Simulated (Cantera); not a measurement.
Feed: 1 mol Ti(OiPr)₄, 0.09 mol C₃H₈, held at 1075 K and 133 Pa.

These are equilibrium values from Cantera (NASA tables, ideal gas, pure condensed phases), not measurements of a reactor. Candidate condensed phases: C, C₆H₆, C₇H₈, C₈H₁₈, H₂O, Ti, TiC, TiO, TiO₂, Ti₂O₃, Ti₃O₅, Ti₄O₇; 113 gas species. The feed counts by its element totals alone. Equilibrium is a limit: real reactors are often held back by kinetics, nucleation or transport.

Base state: H₂ 0.860, CO 0.140, CH₄ 4.45e-5, H₂O 2.03e-5 (mole fractions); condensed: C(graphite) + Ti₃O₅(s).

Question: What changes in the equilibrium state with this change: pressure from 133 Pa to 8400 Pa?

Answer: 
```json
[
 {"species": "H₂", "before": "0.860", "after": "0.875"},
 {"species": "CO", "before": "0.140", "after": "0.121"},
 {"species": "CH₄", "before": "4.45e-5", "after": "0.00290"},
 {"species": "H₂O", "before": "2.03e-5", "after": "0.00113"},
 {"species": "CO₂", "before": "3.54e-6", "after": "0.000168"},
 {"species": "C(graphite), mol", "before": "9.94", "after": "10.2"},
 {"species": "Ti₃O₅(s), mol", "before": "0.333", "after": "0"},
 {"species": "TiO₂(rutile), mol", "before": "0", "after": "1.00"}
]
```
